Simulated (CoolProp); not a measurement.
Saturated liquid density (kg/m³) of carbon dioxide: the reference equation beside estimates from Tc = 31.0 °C, pc = 7.377 MPa, ω = 0.224.

Model: reference Helmholtz-energy equation of state, Span 1996, in CoolProp.

```csv
T (°C),reference,van der Waals,Redlich-Kwong,Soave-Redlich-Kwong
-51.15,1159,713.2,1027,1066
-42.85,1128,694.1,993.3,1033
-34.55,1095,673.9,956.9,996.8
-26.25,1060,652.1,917.8,957.8
-17.95,1022,628.7,875.5,914.9
-9.65,981.1,603.0,829.3,867.4
-1.35,935.4,574.5,778.2,814.0
6.95,882.9,542.0,720.4,752.6
```

Absolute difference from the reference over all 8 rows, mean and median: van der Waals 38.5 and 38.5 %, Redlich-Kwong 14.3 and 13.9 %, Soave-Redlich-Kwong 10.6 and 10.1 %.
